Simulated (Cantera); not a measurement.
Charge: 1 mol Ta₂O₅, 5.9 mol H₂, equilibrated at 0.390 bar.

These are equilibrium values from Cantera (NASA tables, ideal gas, pure condensed phases), not measurements of a reactor. Candidate condensed phases: H₂O, Ta, Ta₂O₅; 12 gas species. Mutual solubility and eutectic melting of coexisting phases are not modelled. Condensed phases not in the tables: N, O or C dissolved in the metal. Kinetics and transport are ignored. All values below are at 1875 K.

Base state: H₂ 0.998, H 0.00105, H₂O 0.00102 (mole fractions); condensed: Ta(s) + Ta₂O₅(s).

Q: What changes in the equilibrium state with this change: Ta₂O₅ replaced by Nb₂O₅?

A: 
```csv
species,before,after
H₂,0.998,0.830
H₂O,0.00102,0.169
H,0.00105,0.000956
OH,8.34e-8,1.52e-5
"Ta(s), mol",0.00240,0
"Ta₂O₅(s), mol",0.999,0
"NbO₂(s), mol",0,2.00
```
Condensed phases not in the tables: the oxides between NbO₂ and Nb₂O₅. Further candidate phases: Nb, NbO, NbO₂, Nb₂O₅.
